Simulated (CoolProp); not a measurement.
Vapour-liquid equilibrium of R22 (1) + methanol (2) at 2.21 bar; x and y are mole fractions of (1).

Model: multi-fluid Helmholtz-energy mixture model, Kamei 1995 and de Reuck 1993; pair parameters Bell 2016, in CoolProp.

Q: Give the bubble temperature and the first vapour's composition at x = 0.05, 0.35, 0.425. Is there an azeotrope?

A: x = 0.05: 327.2 K, y = 0.705; x = 0.35: 270.9 K, y = 0.987; x = 0.425: 266.8 K, y = 0.991. No azeotrope shows between x = 0.05 and 0.95.

The pair parameters rest on a limited set of measurements; away from them the model extrapolates.
